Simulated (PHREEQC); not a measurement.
Consider water at 20 °C with 23 mmol/kgw HF, 140 mmol/kgw FeCl3 and 0.092 mmol/kgw CuCl2. Closed to the air; pH follows from the charge balance.

All values are PHREEQC results (ion-association model, wateq4f.dat), not measurements.

| quantity | before | after |
|---|---|---|
| pH | 1.66 | 1.88 |
| ionic strength (mol/kgw) | 0.500 | 0.516 |
| FeCl+2 (mol/kgw) | 0.0628 | 0.0693 |
| Fe+3 (mol/kgw) | 0.0287 | 0.0327 |
| FeCl2+ (mol/kgw) | 0.0199 | 0.0211 |
| FeOH+2 (mol/kgw) | 0.00259 | 0.00491 |
| SI of Goethite (FeOOH) | +3.20 | +3.92 |
| SI of Hematite (Fe2O3) | +8.39 | +9.83 |

**Question.** What was changed between the two runs?
A) HF left out
B) temperature from 20 to 45 °C
C) temperature from 20 to 70 °C
D) 0.0096 mol/kgw KCl added
E) CuCl2 from 9.2e-05 to 9.2e-06 mol/kgw

**Answer.** A, HF left out

No solid was allowed to form. Some of these states are supersaturated (in Hematite (slow to form), Goethite (slow to form), for instance). Fluoro complexes past AlF4- and FeF3 are missing from the database.
